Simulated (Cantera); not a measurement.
Charge: 1 mol CCl₄, held at 0.0473 Torr.

These are equilibrium values from Cantera (NASA tables, ideal gas, pure condensed phases), not measurements of a reactor. Candidate condensed phases: C; 14 gas species. Rates play no part.

At 3173 K, list the 4 most abundant gas species with their mole fractions, and the condensed phases.

Cl 0.810, C 0.180, C₂ 0.00664, C₃ 0.00299. Condensed: gas only.
